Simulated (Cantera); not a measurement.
Feed: 1 mol SF₆, 0.11 mol H₂O, a varied amount of N₂, held at 3373 K and 1.00 Torr.

Equilibrium computed with Cantera from the NASA thermochemical tables; the gas is ideal and each condensed phase is pure. Candidate condensed phases: H₂O, H₂SO₄, S; 62 gas species. Kinetics and transport are ignored.

x: gas mole fraction; nothing condenses.

```json
[
 {"n(N₂) (mol)": "1.1", "x N₂": "0.131", "x F": "0.709", "x S": "0.119", "x H": "0.0183", "x O": "0.0129", "x HF": "0.00798"},
 {"n(N₂) (mol)": "1.6", "x N₂": "0.180", "x F": "0.669", "x S": "0.113", "x H": "0.0176", "x O": "0.0122", "x HF": "0.00722"},
 {"n(N₂) (mol)": "2.2", "x N₂": "___", "x F": "0.627", "x S": "0.105", "x H": "0.0168", "x O": "0.0114", "x HF": "___"},
 {"n(N₂) (mol)": "3.1", "x N₂": "___", "x F": "___", "x S": "___", "x H": "0.0157", "x O": "___", "x HF": "___"},
 {"n(N₂) (mol)": "4.5", "x N₂": "0.381", "x F": "0.505", "x S": "0.0847", "x H": "0.0142", "x O": "0.00916", "x HF": "0.00442"},
 {"n(N₂) (mol)": "6.3", "x N₂": "0.462", "x F": "0.438", "x S": "0.0734", "x H": "0.0127", "x O": "0.00794", "x HF": "0.00343"},
 {"n(N₂) (mol)": "9", "x N₂": "0.551", "x F": "0.365", "x S": "0.0612", "x H": "0.0110", "x O": "0.00662", "x HF": "0.00247"},
 {"n(N₂) (mol)": "13", "x N₂": "0.638", "x F": "0.294", "x S": "0.0492", "x H": "0.00917", "x O": "0.00531", "x HF": "0.00165"},
 {"n(N₂) (mol)": "18", "x N₂": "0.709", "x F": "0.236", "x S": "0.0394", "x H": "0.00758", "x O": "0.00426", "x HF": "0.00110"},
 {"n(N₂) (mol)": "26", "x N₂": "0.778", "x F": "0.179", "x S": "0.0300", "x H": "0.00594", "x O": "0.00324", "x HF": "0.000654"},
 {"n(N₂) (mol)": "36", "x N₂": "0.828", "x F": "0.138", "x S": "0.0230", "x H": "0.00468", "x O": "0.00249", "x HF": "0.000396"}
]
```

### Question
Some entries are withheld; supply them.

### Answer

- 3.1, x N₂: 0.298
- 3.1, x F: 0.573
- 3.1, x S: 0.0962
- 3.1, x O: 0.0104
- 3.1, x HF: 0.00551
- 2.2, x N₂: 0.231
- 2.2, x HF: 0.00646
